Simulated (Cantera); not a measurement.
Source: NASA polynomial tables (part measured, part estimated), evaluated in Cantera. Values are per mole of reaction as written; species without (g) are pure solids or liquids, kept so even where they would boil at 1 bar.

Problem. Between 523 and 1123 K, where is each reaction favourable under standard conditions?
- 5 H2O(g) + Cr2N = 5 H2(g) + NO2(g) + Cr2O3

Solution. 
- 5 H2O(g) + Cr2N = 5 H2(g) + NO2(g) + Cr2O3: ΔG° is 248 kJ at 523 K and 238 kJ at 1123 K; it stays positive (K < 1). ΔH° is 272 kJ and ΔS° 31 J/K at 1123 K.
